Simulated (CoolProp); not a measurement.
n-octane along the isotherm 327.05 °C: fugacity coefficient from the reference equation and from simpler models built on Tc = 295.6 °C, pc = 2.484 MPa, ω = 0.398; each cubic takes its own stable root.

The numbers come from the reference Helmholtz-energy equation of state, Beckmüller 2019 in CoolProp.

```
p (MPa)          phase  reference  van der Waals  Soave-Redlich-Kwong  Peng-Robinson
-------  -------------  ---------  -------------  -------------------  -------------
0.776              gas     0.9085         0.9192               0.9144         0.9042
1.55               gas     0.8213         0.8391               0.8319         0.8140
2.33               gas          ?         0.7568               0.7507         0.7275
3.1      supercritical     0.6539         0.6674               0.6711         0.6449
3.88     supercritical     0.5708         0.5813               0.5933         0.5666
4.66     supercritical     0.5037         0.5212                    ?              ?
5.43     supercritical     0.4547         0.4788               0.4857         0.4587
6.21     supercritical     0.4172         0.4472               0.4504         0.4232
```

**Question.** Complete the blanks.

**Answer.** 
- 2.33, reference: 0.7365
- 4.66, Soave-Redlich-Kwong: 0.5314
- 4.66, Peng-Robinson: 0.5046
